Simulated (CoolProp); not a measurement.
R245fa along the isobar 2.1 MPa: density (kg/m³) from the reference equation and from simpler models built on Tc = 153.9 °C, pc = 3.651 MPa, ω = 0.378; each cubic takes its own stable root.

Model: reference Helmholtz-energy equation of state, Akasaka 2015, in CoolProp.

```json
[
 {"T (°C)": "51.45", "phase": "liquid", "reference": "1271", "van der Waals": "756.3", "Redlich-Kwong": "1079"},
 {"T (°C)": "59.15", "phase": "liquid", "reference": "1248", "van der Waals": "741.7", "Redlich-Kwong": "1053"},
 {"T (°C)": "66.85", "phase": "liquid", "reference": "?", "van der Waals": "?", "Redlich-Kwong": "1027"},
 {"T (°C)": "74.55", "phase": "liquid", "reference": "1198", "van der Waals": "709.5", "Redlich-Kwong": "999.0"},
 {"T (°C)": "82.25", "phase": "liquid", "reference": "1172", "van der Waals": "691.2", "Redlich-Kwong": "969.0"},
 {"T (°C)": "89.95", "phase": "liquid", "reference": "1143", "van der Waals": "671.0", "Redlich-Kwong": "936.6"},
 {"T (°C)": "97.65", "phase": "liquid", "reference": "1113", "van der Waals": "?", "Redlich-Kwong": "901.1"},
 {"T (°C)": "105.35", "phase": "liquid", "reference": "1079", "van der Waals": "131.1", "Redlich-Kwong": "861.3"},
 {"T (°C)": "113.05", "phase": "liquid", "reference": "1042", "van der Waals": "124.0", "Redlich-Kwong": "815.4"},
 {"T (°C)": "120.75", "phase": "liquid", "reference": "997.7", "van der Waals": "118.0", "Redlich-Kwong": "127.6"},
 {"T (°C)": "128.35", "phase": "gas", "reference": "126.9", "van der Waals": "113.0", "Redlich-Kwong": "120.2"},
 {"T (°C)": "136.05", "phase": "gas", "reference": "117.6", "van der Waals": "108.5", "Redlich-Kwong": "114.1"},
 {"T (°C)": "143.75", "phase": "gas", "reference": "110.5", "van der Waals": "104.5", "Redlich-Kwong": "108.9"},
 {"T (°C)": "151.45", "phase": "gas", "reference": "104.9", "van der Waals": "100.9", "Redlich-Kwong": "104.4"},
 {"T (°C)": "159.15", "phase": "gas", "reference": "100.1", "van der Waals": "97.66", "Redlich-Kwong": "100.4"},
 {"T (°C)": "166.85", "phase": "gas", "reference": "96.10", "van der Waals": "94.68", "Redlich-Kwong": "96.90"}
]
```

**Question.** Fill in the missing entries.

**Answer.** 
- 66.85, reference: 1224
- 66.85, van der Waals: 726.2
- 97.65, van der Waals: 647.9

At some of these states van der Waals, Redlich-Kwong gives the other phase, because its saturation line lies elsewhere.
